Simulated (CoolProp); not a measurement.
A closed Brayton cycle with dry air: compressor inlet 307.15 K and 4.3 MPa, high pressure 14.5 MPa, turbine inlet 920 K, compressor efficiency 0.89, turbine efficiency 0.9, recuperator effectiveness 0.9 (on enthalpy, no pinch check). Each further row changes one setting.

Computed with CoolProp (reference Helmholtz-energy equation of state, Lemmon 2000). It is a pseudo-pure fit of the blend.

```json
[
 {"case": "as stated", "thermal efficiency (%)": "37.7", "net work (kJ/kg)": "108", "compressor to turbine work": "0.58", "compressor exit (K)": "452.2", "turbine exit (K)": "694.4"},
 {"case": "turbine inlet 870 K", "thermal efficiency (%)": "?", "net work (kJ/kg)": "93.8", "compressor to turbine work": "?", "compressor exit (K)": "452.2", "turbine exit (K)": "654.8"},
 {"case": "compressor inlet 317.15 K", "thermal efficiency (%)": "?", "net work (kJ/kg)": "103", "compressor to turbine work": "0.60", "compressor exit (K)": "?", "turbine exit (K)": "694.4"},
 {"case": "high pressure 12.3 MPa", "thermal efficiency (%)": "38.7", "net work (kJ/kg)": "?", "compressor to turbine work": "?", "compressor exit (K)": "?", "turbine exit (K)": "721.5"},
 {"case": "recuperator effectiveness 0.5", "thermal efficiency (%)": "?", "net work (kJ/kg)": "108", "compressor to turbine work": "0.58", "compressor exit (K)": "452.2", "turbine exit (K)": "694.4"}
]
```

Problem. Complete the blanks.

Solution. 
- turbine inlet 870 K, thermal efficiency (%): 35.0
- turbine inlet 870 K, compressor to turbine work: 0.61
- compressor inlet 317.15 K, thermal efficiency (%): 36.2
- compressor inlet 317.15 K, compressor exit (K): 466.5
- high pressure 12.3 MPa, net work (kJ/kg): 101
- high pressure 12.3 MPa, compressor to turbine work: 0.55
- high pressure 12.3 MPa, compressor exit (K): 429.5
- recuperator effectiveness 0.5, thermal efficiency (%): 27.7
